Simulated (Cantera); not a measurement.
A closed system holds: 1 mol SiC, 0.0038 mol Si, 0.14 mol N2, 0.021 mol C, held at 2900 K and 1330 Pa.

Method: chemical equilibrium by Gibbs-energy minimisation in Cantera with the NASA 1993 tables (ideal gas, pure condensed phases). Candidate condensed phases: C, Si, SiC, Si3N4; 20 gas species. The tables' values for SiN are old estimates; treat these amounts as uncertain. The numbers say what is thermodynamically allowed, not how fast it happens.

Base state: Si 0.488, SiC2 0.337, N2 0.122, Si2C 0.0325, C3 0.00776, CN 0.00543, Si2 0.00225, C 0.00142 (mole fractions); condensed: C(graphite).

Question: What changes in the equilibrium state with this change: pressure from 1330 Pa to 9.20 Pa?

Answer: 
| species | before | after |
|---|---|---|
| Si | 0.488 | 0.578 |
| C3 | 0.00776 | 0.111 |
| C | 0.00142 | 0.0952 |
| SiC2 | 0.337 | 0.0854 |
| Si2C | 0.0325 | 0.000145 |
| C2 | 0.000772 | 0.0240 |
| CN | 0.00543 | 0.0246 |
| N2 | 0.122 | 0.0802 |
| Si3 | 3.54e-5 | 2.79e-9 |
| Si2N | 8.61e-5 | 5.60e-8 |
| Si2 | 0.00225 | 2.17e-5 |
| SiN | 0.00118 | 9.42e-5 |
| N | 2.16e-5 | 0.000211 |
| C(graphite), mol | 0.193 | 0 |

Question: What changes in the equilibrium state with this change: temperature from 2900 K to 1825 K?

Answer: 
```json
[
 {"species": "N2", "before": "0.122", "after": "1.000"},
 {"species": "Si", "before": "0.488", "after": "9.20e-6"},
 {"species": "SiN", "before": "0.00118", "after": "4.37e-7"},
 {"species": "SiC2", "before": "0.337", "after": "1.55e-7"},
 {"species": "Si2C", "before": "0.0325", "after": "1.11e-7"},
 {"species": "C3", "before": "0.00776", "after": "<1e-9"},
 {"species": "C", "before": "0.00142", "after": "<1e-9"},
 {"species": "C(graphite), mol", "before": "0.193", "after": "0.0172"},
 {"species": "SiC(s), mol", "before": "0", "after": "1.00"}
]
```
